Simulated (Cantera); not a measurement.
Charge: 1 mol HI, 0.023 mol O2, 3.6 mol N2, 0.077 mol H2, equilibrated at 2050 K and 510000 Pa.

These are equilibrium values from Cantera (NASA tables, ideal gas, pure condensed phases), not measurements of a reactor. Candidate condensed phases: H2O, I2; 27 gas species. The numbers say what is thermodynamically allowed, not how fast it happens.

Base state: N2 0.714, I 0.144, H2 0.0806, HI 0.0491, H2O 0.00912, I2 0.00245, H 0.000285 (mole fractions); condensed: gas only.

Q: What changes in the equilibrium state with this change: N2 from 3.6 to 0.2 mol?

A: 
```json
[
 {"species": "I", "before": "0.144", "after": "0.381"},
 {"species": "H2", "before": "0.0806", "after": "0.227"},
 {"species": "HI", "before": "0.0491", "after": "0.218"},
 {"species": "N2", "before": "0.714", "after": "0.127"},
 {"species": "I2", "before": "0.00245", "after": "0.0171"},
 {"species": "H2O", "before": "0.00912", "after": "0.0291"},
 {"species": "H", "before": "0.000285", "after": "0.000479"}
]
```

Q: What changes in the equilibrium state with this change: O2 from 0.023 to 1.6 mol?

A: 
```
species   before     after
-------  -------  --------
N2         0.714     0.553
O2         <1e-9     0.199
I          0.144     0.148
H2        0.0806   3.64e-5
HI        0.0491   0.00107
H2O      0.00912    0.0878
NO2        <1e-9   2.51e-5
O        9.00e-9  0.000192
NO       3.80e-7   0.00714
OH       3.53e-6   0.00160
```

Q: What changes in the equilibrium state with this change: N2 from 3.6 to 0.17 mol?

A: 
```
species    before     after
-------  --------  --------
I           0.144     0.388
H2         0.0806     0.231
HI         0.0491     0.223
N2          0.714     0.110
I2        0.00245    0.0177
H2O       0.00912    0.0297
H        0.000285  0.000483
```
